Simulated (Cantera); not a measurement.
# Equilibrium for carbothermic reduction: MgO + C + CO

A closed system holds: 1 mol MgO, 2.4 mol C, 1.3 mol CO, held at 1.50 bar.

Equilibrium computed with Cantera from the NASA thermochemical tables; the gas is ideal and each condensed phase is pure. Candidate condensed phases: C, Mg, MgCO3, MgO; 15 gas species. Kinetics and transport are ignored.

| T (°C) | log p CO | log p CO2 | log p Mg | log p Mg2 | log p C3 | log p C | log p C2O | n C(graphite) | n MgO(s) |
|---|---|---|---|---|---|---|---|---|---|
| 527 | -0.93 | 0.14 | <-11 | <-11 | <-11 | <-11 | <-11 | 3.02 | 1.00 |
| 727 | -0.01 | -0.27 | <-11 | <-11 | <-11 | <-11 | <-11 | 2.74 | 1.00 |
| 927 | 0.16 | -1.40 | -11.82 | <-11 | <-11 | <-11 | <-11 | 2.43 | 1.00 |
| 1127 | 0.17 | -2.42 | -7.95 | <-11 | <-11 | <-11 | <-11 | 2.40 | 1.00 |
| 1327 | 0.18 | -3.18 | -5.06 | <-11 | <-11 | <-11 | -11.17 | 2.40 | 1.000 |
| 1527 | 0.18 | -3.78 | -2.83 | -9.45 | <-11 | <-11 | -9.70 | 2.40 | 0.999 |
| 1727 | 0.15 | -4.30 | -1.04 | -5.97 | -10.56 | -10.52 | -8.56 | 2.31 | 0.909 |
| 1927 | 0.02 | -4.93 | -0.34 | -4.69 | -8.62 | -8.82 | -7.73 | 1.40 | 0 |
| 2127 | 0.02 | -5.23 | -0.34 | -4.78 | -7.01 | -7.40 | -6.93 | 1.40 | 0 |
| 2327 | 0.02 | -5.49 | -0.34 | -4.87 | -5.65 | -6.20 | -6.25 | 1.40 | 0 |
log p: log10 of the partial pressure in bar; n: condensed amount in mol.

From 527 °C to 1727 °C the condensed part is C(graphite) + MgO(s). From 1927 °C to 2327 °C the condensed part is C(graphite).
